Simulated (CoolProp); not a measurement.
Methanol along the isobar 0.101 MPa: fugacity coefficient from the reference equation and from simpler models built on Tc = 240.2 °C, pc = 8.216 MPa, ω = 0.565; each cubic takes its own stable root.

Model: reference Helmholtz-energy equation of state, de Reuck 1993, in CoolProp.

```json
[
 {"T (°C)": "-65.75", "phase": "liquid", "reference": "0.0001465"},
 {"T (°C)": "-48.85", "phase": "liquid", "reference": "0.0008734"},
 {"T (°C)": "-31.85", "phase": "liquid", "reference": "0.004007"},
 {"T (°C)": "-14.95", "phase": "liquid", "reference": "0.01467"},
 {"T (°C)": "2.05", "phase": "liquid", "reference": "0.04535"},
 {"T (°C)": "19.05", "phase": "liquid", "reference": "0.1211"},
 {"T (°C)": "35.95", "phase": "liquid", "reference": "0.2849"},
 {"T (°C)": "52.95", "phase": "liquid", "reference": "0.6077"},
 {"T (°C)": "69.85", "phase": "gas", "reference": "0.9682"},
 {"T (°C)": "86.85", "phase": "gas", "reference": "0.9777"}
]
```

**Question.** How far does each simpler model (van der Waals, Redlich-Kwong, Soave-Redlich-Kwong) lie from the reference over these 10 states: mean and median of the absolute difference, and the worst?

**Answer.** 
- van der Waals: mean 43854.5 %, median 1393.2 %, worst +308705.5 % at -65.75 °C and 0.101 MPa
- Redlich-Kwong: mean 1108.2 %, median 780.5 %, worst +3665.9 % at -65.75 °C and 0.101 MPa
- Soave-Redlich-Kwong: mean 27.6 %, median 22.3 %, worst -70.0 % at -65.75 °C and 0.101 MPa

At some of these states van der Waals, Redlich-Kwong gives the other phase, because its saturation line lies elsewhere.
